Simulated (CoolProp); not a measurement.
Model: reference Helmholtz-energy equation of state, Smukala 2000, in CoolProp.

Task: Give the vapour pressure (MPa), liquid density (kg/m³), surface tension (mN/m) of saturated ethylene at 217.8, 272.7 K.

Result: 
```tsv
T (K)	p (MPa)	liquid density (kg/m³)	surface tension (mN/m)
217.8	0.888	491	8.49
272.7	4.06	344	0.918
```

Surface tension comes from a separate correlation (Mulero 2012).
